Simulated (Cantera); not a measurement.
A closed system holds: 1 mol V, 0.26 mol O2, 3 mol N2O, held at 0.133 bar.

Cantera equilibrium calculation (NASA polynomials, part measured and part estimated; ideal gas, pure solids and liquids). Candidate condensed phases: V, VN, VO, V2O3, V2O4, V2O5; 13 gas species. Condensed phases not in the tables: the oxides between V2O3 and V2O5 other than VO2. The numbers say what is thermodynamically allowed, not how fast it happens.

Q: What share of the V ends up in condensed phases as a function of T (K), at 1498, 1598, 1698, 1798, 1898, 1998, 2098, 2198, 2298, 2398, 2498, 2598?

A: 
```csv
T (K),V condensed (%),as
1498,100.0,V2O4(s)
1598,100.0,V2O4(s)
1698,100.0,V2O4(s)
1798,99.9,V2O4(s)
1898,99.6,V2O4(l)
1998,98.7,V2O4(l)
2098,96.3,V2O4(l)
2198,90.2,V2O4(l)
2298,75.9,V2O4(l)
2398,43.1,V2O4(l)
2498,0.0,-
2598,0.0,-
```
